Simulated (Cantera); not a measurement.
Charge: 1 mol Nb, 0.18 mol O2, 90 mol H2, held at 750 Torr.

These are equilibrium values from Cantera (NASA tables, ideal gas, pure condensed phases), not measurements of a reactor. Candidate condensed phases: H2O, Nb, NbO, NbO2, Nb2O5; 12 gas species. Mutual solubility and eutectic melting of coexisting phases are not modelled. NbO: taken at fixed stoichiometry. Condensed phases not in the tables: N, O or C dissolved in the metal. The numbers say what is thermodynamically allowed, not how fast it happens.

x: gas mole fraction; n: condensed amount in mol.

```
T (°C)   x H2       x H     x H2O   x NbO2    x NbO     x OH       x O  n Nb(s)  n NbO(s)  n NbO(l)
------  -----  --------  --------  -------  -------  -------  --------  -------  --------  --------
1600    0.999  0.000645  0.000789  4.44e-8  1.41e-8  3.96e-8  1.94e-11    0.711     0.289         0
1650    0.998  0.000941   0.00103  1.22e-7  3.78e-8  8.34e-8  5.87e-11    0.733     0.267         0
1700    0.997   0.00135   0.00132  3.18e-7  9.65e-8  1.69e-7  1.68e-10    0.759     0.241         0
1750    0.996   0.00190   0.00167  7.89e-7  2.35e-7  3.31e-7  4.58e-10    0.791     0.209         0
1800    0.995       [?]       [?]      [?]      [?]      [?]       [?]    0.829       [?]         0
1850    0.994       [?]       [?]      [?]      [?]      [?]       [?]    0.874       [?]         0
1900    0.992   0.00481   0.00316  9.25e-6  2.62e-6  2.05e-6   6.97e-9    0.926    0.0725         0
1950    0.990   0.00637   0.00373  1.84e-5  5.29e-6  3.47e-6   1.55e-8    0.979         0    0.0193
```

**Question.** Fill in the missing entries.

**Answer.** 
- 1800, x H: 0.00262
- 1800, x H2O: 0.00209
- 1800, x NbO2: 1.87e-6
- 1800, x NbO: 5.47e-7
- 1800, x OH: 6.27e-7
- 1800, x O: 1.19e-9
- 1800, n NbO(s): 0.171
- 1850, x H: 0.00358
- 1850, x H2O: 0.00259
- 1850, x NbO2: 4.24e-6
- 1850, x NbO: 1.22e-6
- 1850, x OH: 1.15e-6
- 1850, x O: 2.94e-9
- 1850, n NbO(s): 0.126
